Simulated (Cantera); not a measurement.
## Counterflow diffusion flame

A counterflow diffusion flame at 1.10 bar, nozzles 20 mm apart: fuel side CH4 : C2H6 : C3H8 : N2 = 1 : 0.13 : 0.88 : 0.93 (molar parts) at 600 K, oxidiser side O2 : N2 = 0.23 : 0.77 (molar parts) at 523 K, fuel mass flux 0.94 times the oxidiser's; mixture-averaged transport, no radiation.

Detailed kinetics in Cantera: GRI-Mech 3.0 (53 species, 325 reactions). GRI-Mech 3.0 was tuned for natural gas; its chemistry of propane as a main component is partial and can be far from experiment. GRI-Mech 3.0 has no aromatics or soot, which form on the fuel side of real flames. The maximum strain rate includes the flame's own expansion and is several times the mean.

| oxidiser flux (kg/m²/s) | max strain (1/s) | mean strain (1/s) | T max (K) | peak x OH | peak x H | peak x NO | peak x CO | peak x C2H2 |
|---|---|---|---|---|---|---|---|---|
| 0.28 | 203 | 39.8 | 2188 | 0.00924 | 0.00445 | 0.000369 | 0.0692 | 0.0348 |
| 0.44 | 307 | 62.6 | 2162 | 0.00925 | 0.00481 | 0.000334 | 0.0681 | 0.0329 |
| 0.72 | 484 | 102 | 2134 | 0.00919 | 0.00522 | 0.000294 | 0.0672 | 0.0307 |
| 1.2 | 779 | 171 | 2106 | 0.00908 | 0.00565 | 0.000250 | 0.0667 | 0.0284 |
| 1.9 | 1190 | 270 | 2076 | 0.00880 | 0.00595 | 0.000203 | 0.0666 | 0.0259 |
| 3 | 1820 | 427 | 2039 | 0.00829 | 0.00610 | 0.000151 | 0.0668 | 0.0228 |
| 4.9 | 2850 | 697 | 1989 | 0.00745 | 0.00599 | 9.50e-5 | 0.0679 | 0.0187 |
x: mole fraction; the columns are a selection and need not sum to one.
